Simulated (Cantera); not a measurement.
A perfectly stirred reactor is fed with 19.5 % CH₄, 79.9 % CO₂, 0.662 % H₂, at 3.85 atm; it is held at 1875 K, and followed from long to short residence time.

Computed with Cantera and GRI-Mech 3.0 (53 species, 325 reactions).

### Question
Predict: x(CH₄) at τ = 1.90 s; x(CO₂) at τ = 1.90 s; x(H₂) at τ = 1.90 s; x(O) at τ = 1.90 s; x(H) at τ = 1.90 s; x(CH₄) at τ = 87.0 ms; x(CO₂) at τ = 87.0 ms; x(H₂) at τ = 87.0 ms; x(O) at τ = 87.0 ms; x(H) at τ = 87.0 ms.

### Answer
```json
{
  "x(CH₄) at τ = 1.90 s": "0.000573",
  "x(CO₂) at τ = 1.90 s": "0.243",
  "x(H₂) at τ = 1.90 s": "0.0914",
  "x(O) at τ = 1.90 s": "1.22e-8",
  "x(H) at τ = 1.90 s": "9.48e-5",
  "x(CH₄) at τ = 87.0 ms": "0.00612",
  "x(CO₂) at τ = 87.0 ms": "0.269",
  "x(H₂) at τ = 87.0 ms": "0.0811",
  "x(O) at τ = 87.0 ms": "9.53e-9",
  "x(H) at τ = 87.0 ms": "8.86e-5"
}
```
